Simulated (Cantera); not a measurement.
Reactions in the system H-N-O-P

Cantera with NASA thermochemical tables; ideal gases at 1 bar, condensed phases pure. Values are per mole of reaction as written; species without (g) are pure solids or liquids, kept so even where they would boil at 1 bar.

O₂(g) + 4 NH₃(g) + 2 P₂(g) ⇌ 2 N₂O(g) + 4 PH₃(g)

```json
[
 {"T (K)": "350", "ΔH° (kJ)": "81.0", "ΔS° (J/K)": "-132.5", "ΔG° (kJ)": "127.3", "log10 K": "-19.01"},
 {"T (K)": "400", "ΔH° (kJ)": "80.9", "ΔS° (J/K)": "-132.7", "ΔG° (kJ)": "134.0", "log10 K": "-17.50"},
 {"T (K)": "450", "ΔH° (kJ)": "81.0", "ΔS° (J/K)": "-132.4", "ΔG° (kJ)": "140.6", "log10 K": "-16.32"},
 {"T (K)": "500", "ΔH° (kJ)": "81.4", "ΔS° (J/K)": "-131.6", "ΔG° (kJ)": "147.2", "log10 K": "-15.38"},
 {"T (K)": "550", "ΔH° (kJ)": "82.0", "ΔS° (J/K)": "-130.5", "ΔG° (kJ)": "153.8", "log10 K": "-14.60"}
]
```

P₄O₁₀ + 10 NH₃(g) + 3 P₂(g) ⇌ 10 NO(g) + 10 PH₃(g)

| T (K) | ΔH° (kJ) | ΔS° (J/K) | ΔG° (kJ) | log10 K |
|---|---|---|---|---|
| 350 | 4005.1 | 1398.8 | 3515.6 | -524.66 |
| 400 | 4004.1 | 1396.0 | 3445.7 | -449.95 |
| 450 | 4002.3 | 1391.7 | 3376.0 | -391.87 |
| 500 | 3999.8 | 1386.6 | 3306.5 | -345.42 |
| 550 | 3996.8 | 1380.9 | 3237.3 | -307.45 |
